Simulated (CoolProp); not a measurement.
A single-stage vapour-compression cycle with the fluid: evaporating at 309.15 K (dew point), condensing at 331.15 K (bubble point), superheat 0 K, subcooling 2 K, compressor efficiency 0.75, no pressure losses. The same conditions are run with several fluids, on thermodynamics alone (safety and materials aside).

Computed with CoolProp (reference Helmholtz-energy equation of state of each fluid (n-perfluorobutane: Gao 2022; benzene: Thol 2012; cyclopropane: Polt 1992; R141b: Lemmon 2006; chlorine: Thol 2021; R245fa: Akasaka 2015)). The equations of Platzer and Polt are older, rougher fits.

### Question
Rank n-perfluorobutane, benzene, cyclopropane, R141b, chlorine, R245fa by cooling COP, highest first.

### Answer
benzene (10.1), R141b (9.91), R245fa (9.61), chlorine (9.51), cyclopropane (9.42), n-perfluorobutane (8.51)

```csv
fluid,pressure ratio,discharge temperature (K),refrigerating effect (kJ/kg),volumetric capacity (kJ/m³)
n-perfluorobutane,1.83,331.1,60.0,2380
benzene,2.36,343.4,390,247
cyclopropane,1.67,341.3,337,6310
R141b,2.00,336.8,197,1090
chlorine,1.67,361.2,218,7150
R245fa,1.99,331.5,157,1940
```

The compression ends wet for: n-perfluorobutane.
